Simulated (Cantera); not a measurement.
A Cantera script and its output.

```python
import numpy as np
import cantera as ct

gas = ct.Solution("h2o2.yaml")
gas.TPX = 673, 101325, {'H2': 1, 'O2': 0.943, 'N2': 3.55, 'H2O': 0.65}
flame = ct.FreeFlame(gas, width=0.04)
flame.set_refine_criteria(ratio=3, slope=0.08, curve=0.16)
flame.transport_model = "mixture-averaged"
flame.solve(loglevel=0, auto=True)
z, T = flame.grid, flame.T
thick = (T[-1] - T[0]) / np.gradient(T, z).max()
show = ['H2', 'O2', 'H2O', 'O', 'HO2', 'OH']
print(f"laminar burning velocity  {flame.velocity[0] * 100:.3f} cm/s")
print(f"burnt temperature         {T[-1]:.1f} K")
print(f"thermal thickness         {thick * 1e3:.4f} mm")
print(f"grid points               {len(z)}")
z0 = z[flame.heat_release_rate.argmax()]
print(f"{'z/mm':>9s}{'T/K':>9s}{'u/(m/s)':>9s}" + "".join(f"{s:>11s}" for s in show))
rows = []
for k in (-3, -2, -1.5, -1, -0.5, -0.25, 0, 0.25, 0.5, 1, 2, 4, 8):
    zz = z0 + k * thick
    rows.append([k * thick, np.interp(zz, z, T), np.interp(zz, z, flame.velocity),
                 *(np.interp(zz, z, flame.X[gas.species_index(s)]) for s in show)])
    print(f"{rows[-1][0] * 1e3:9.3f}{rows[-1][1]:9.1f}{rows[-1][2]:9.3f}" + "".join(f"{x:11.3e}" for x in rows[-1][3:]))
```

It prints:

```
laminar burning velocity  325.093 cm/s
burnt temperature         1829.4 K
thermal thickness         0.4102 mm
grid points               106
     z/mm      T/K  u/(m/s)         H2         O2        H2O          O        HO2         OH
   -1.231    673.0    3.251  1.627e-01  1.535e-01  1.058e-01  1.809e-13  1.297e-09  9.640e-15
   -0.820    673.0    3.250  1.624e-01  1.536e-01  1.059e-01  2.321e-11  3.491e-08  1.241e-12
   -0.615    673.1    3.247  1.616e-01  1.537e-01  1.060e-01  8.035e-10  4.228e-07  4.379e-11
   -0.410    674.4    3.241  1.579e-01  1.544e-01  1.066e-01  6.306e-08  1.091e-05  8.191e-09
   -0.205    729.4    3.433  1.359e-01  1.556e-01  1.145e-01  1.849e-05  3.327e-04  6.465e-05
   -0.103    921.5    4.246  1.028e-01  1.481e-01  1.415e-01  3.411e-04  2.759e-04  5.563e-04
    0.000   1202.6    5.457  5.822e-02  1.245e-01  1.931e-01  2.362e-03  1.512e-04  2.167e-03
    0.103   1415.7    6.387  2.586e-02  9.855e-02  2.384e-01  4.996e-03  9.021e-05  5.277e-03
    0.205   1538.0    6.917  1.337e-02  8.666e-02  2.587e-01  5.610e-03  6.336e-05  7.357e-03
    0.410   1658.1    7.423  7.190e-03  8.104e-02  2.717e-01  4.278e-03  4.043e-05  8.052e-03
    0.820   1745.3    7.779  3.797e-03  7.946e-02  2.799e-01  2.270e-03  2.219e-05  6.759e-03
    1.641   1794.5    7.975  1.565e-03  7.919e-02  2.852e-01  9.249e-04  9.862e-06  4.669e-03
    3.282   1816.7    8.062  5.359e-04  7.940e-02  2.878e-01  3.191e-04  3.829e-06  2.845e-03
```

Detailed kinetics in Cantera: the H2/O2 subset of GRI-Mech 3.0, which has no nitrogen chemistry. Burning velocities carry a grid error of a few per cent, more on coarse grids. Lean hydrogen flames are cellular in practice and burn faster than this planar one.
